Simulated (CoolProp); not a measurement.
Propylene at several states: fugacity coefficient from the reference equation and from simpler models built on Tc = 364.2 K, pc = 4.555 MPa, ω = 0.146; each cubic takes its own stable root.

The numbers come from the reference Helmholtz-energy equation of state, Lemmon 2013 in CoolProp.

```json
[
 {"T (K)": "534.4", "p (MPa)": "0.0601", "phase": "gas", "reference": "0.9987", "Redlich-Kwong": "0.9986", "Peng-Robinson": "0.9986"},
 {"T (K)": "414.6", "p (MPa)": "1.69", "phase": "gas", "reference": "0.9174", "Redlich-Kwong": "0.9155", "Peng-Robinson": "0.9079"},
 {"T (K)": "179.6", "p (MPa)": "4.1", "phase": "liquid", "reference": "0.001940", "Redlich-Kwong": "0.002477", "Peng-Robinson": "0.002036"}
]
```
